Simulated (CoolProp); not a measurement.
Model: reference Helmholtz-energy equation of state, Leachman 2009, in CoolProp.

Task: Give the vapour pressure (MPa), surface tension (mN/m), liquid conductivity (mW/(m K)) of saturated normal hydrogen at 24.9, 27.8, 31.1 K.

Result: 
| T (K) | p (MPa) | surface tension (mN/m) | liquid conductivity (mW/(m K)) |
|---|---|---|---|
| 24.9 | 0.314 | 1.14 | 102 |
| 27.8 | 0.553 | 0.674 | 99.1 |
| 31.1 | 0.956 | 0.200 | 91.7 |

Thermal conductivity comes from a separate model (Assael 2011). Surface tension comes from a separate correlation (Mulero 2012).
